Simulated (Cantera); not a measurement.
A freely propagating, adiabatic, planar premixed flame of 6.82 % CH4, 0.682 % C2H6, 19.1 % O2, 68.8 % N2, 4.57 % H2O, unburnt at 425 K and 2.50 bar; mixture-averaged transport, grid criteria slope 0.08 and curve 0.16, no radiation.

Detailed kinetics in Cantera: GRI-Mech 3.0 (53 species, 325 reactions). Burning velocities carry a grid error of a few per cent, more on coarse grids.

x: mole fraction of selected species; z is measured from the peak of heat release.

```csv
z (mm),T (K),u (m/s),x CH4,x C2H6,x O2,x C2H2,x H2,x CH3
-0.719,425,0.368,0.0681,0.00681,0.191,<1e-8,0.000600,<1e-8
-0.479,429,0.371,0.0678,0.00680,0.190,6.33e-8,0.00146,<1e-8
-0.359,441,0.382,0.0671,0.00678,0.189,3.93e-7,0.00251,<1e-8
-0.240,524,0.456,0.0628,0.00657,0.183,3.78e-6,0.00448,___
-0.120,928,0.816,0.0432,0.00460,0.148,3.31e-5,0.00736,___
-0.0599,1315,1.16,0.0236,0.00203,0.110,7.73e-5,0.00875,___
0,1688,1.50,0.00490,0.000110,0.0678,0.000108,0.00845,___
0.0599,1849,1.63,0.000200,1.22e-7,0.0464,8.85e-6,0.00581,___
0.120,1916,1.68,4.60e-6,<1e-8,0.0399,1.52e-7,0.00457,___
0.240,1992,1.74,<1e-8,<1e-8,0.0356,<1e-8,0.00340,<1e-8
0.479,2056,1.79,<1e-8,<1e-8,0.0328,<1e-8,0.00198,<1e-8
0.958,2094,1.82,<1e-8,<1e-8,0.0314,<1e-8,0.000962,<1e-8
1.92,2109,1.83,<1e-8,<1e-8,0.0309,<1e-8,0.000549,<1e-8
```

**Question.** Complete the blanks.

**Answer.** 
- -0.240, x CH3: 2.03e-7
- -0.120, x CH3: 6.02e-5
- -0.0599, x CH3: 0.000613
- 0, x CH3: 0.000865
- 0.0599, x CH3: 6.10e-5
- 0.120, x CH3: 1.64e-6
